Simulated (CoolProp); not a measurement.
n-perfluoropentane along the isotherm 444 K: fugacity coefficient from the reference equation and from simpler models built on Tc = 421.0 K, pc = 20.63 bar, ω = 0.436; each cubic takes its own stable root.

Computed with CoolProp (reference Helmholtz-energy equation of state, Gao 2022).

```
p (bar)          phase  reference  van der Waals  Redlich-Kwong  Soave-Redlich-Kwong  Peng-Robinson
-------  -------------  ---------  -------------  -------------  -------------------  -------------
7.14               gas     0.9046         0.9104         0.9010               0.9055         0.8944
14.3               gas     0.8111         0.8209         0.8050               0.8142         0.7949
21.4     supercritical     0.7197         0.7293         0.7110               0.7258         0.7012
28.6     supercritical     0.6268         0.6251         0.6124               0.6365         0.6098
35.7     supercritical     0.5434         0.5457         0.5314               0.5589         0.5321
42.9     supercritical     0.4816         0.4912         0.4738               0.5011         0.4741
50       supercritical     0.4375         0.4534         0.4327                  ___         0.4320
57.1     supercritical     0.4044         0.4259         0.4019               0.4277         0.4001
64.3     supercritical     0.3787         0.4052         0.3780               0.4031         0.3750
71.4     supercritical     0.3589         0.3899         0.3595               0.3841         0.3554
78.6     supercritical     0.3429            ___         0.3445                  ___         0.3394
85.7     supercritical     0.3303         0.3697         0.3328               0.3566         0.3266
92.9     supercritical     0.3199         0.3634         0.3231               0.3467         0.3159
100      supercritical     0.3116         0.3590         0.3154               0.3388         0.3072
```

### Question
Some entries are withheld; supply them.

### Answer

- 50, Soave-Redlich-Kwong: 0.4592
- 78.6, van der Waals: 0.3782
- 78.6, Soave-Redlich-Kwong: 0.3687
